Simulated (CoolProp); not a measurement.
Vapour-liquid equilibrium of diethyl ether (1) + acetone (2) at 0.166 MPa; x and y are mole fractions of (1).

Values from CoolProp's multi-fluid Helmholtz-energy mixture model, Thol 2014 and Lemmon 2006; pair parameters Bell 2016.

Question: Give the bubble temperature and the first vapour's composition at x = 0.425, 0.5, 0.65. Is there an azeotrope?

Answer: x = 0.425: 328.2 K, y = 0.628; x = 0.5: 326.7 K, y = 0.680; x = 0.65: 324.5 K, y = 0.767. No azeotrope shows between x = 0.05 and 0.95.

The pair parameters rest on a limited set of measurements; away from them the model extrapolates.
